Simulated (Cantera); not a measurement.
## Moist CO burnout

An isothermal, constant-pressure homogeneous reactor starts with 0.584 % CO, 0.425 % O₂, 0.0643 % H₂O, 98.9 % N₂, equivalence ratio 0.69, at 1275 K and 300000 Pa.

Model: GRI-Mech 3.0 (53 species, 325 reactions), integrated in Cantera.

```
t (s)         x CO     x O₂     x H₂O      x OH     x HO₂
--------  --------  -------  --------  --------  --------
4.00e-6    0.00584  0.00425  0.000643    <1e-12    <1e-12
1.53e-5    0.00584  0.00425  0.000643  1.30e-12    <1e-12
5.87e-5    0.00584  0.00425  0.000643  1.17e-11  2.66e-12
0.000225   0.00584  0.00425  0.000643  1.04e-10  8.75e-11
0.000862   0.00584  0.00425  0.000643   1.26e-9   2.83e-9
0.00330    0.00583  0.00425  0.000642   3.87e-7   6.63e-7
0.0126     0.00237  0.00250  0.000616   1.17e-5   1.37e-6
0.0485    0.000286  0.00148  0.000639   4.77e-6   5.01e-7
0.186      1.79e-5  0.00135  0.000644   1.72e-6   7.32e-8
0.711      6.07e-7  0.00134  0.000645   6.13e-7   4.08e-9
2.73       3.35e-8  0.00134  0.000645   2.20e-7  2.48e-10
10.4       8.97e-9  0.00134  0.000645   1.37e-7  7.30e-11
40.0       8.54e-9  0.00134  0.000645   1.35e-7  7.01e-11
```
x: mole fraction; the columns are a selection and need not sum to one.

Equilibrium at this temperature and pressure: CO 8.58e-9, O₂ 0.00132, H₂O 0.000645, OH 1.35e-7, HO₂ 6.96e-11 (gas phase only).
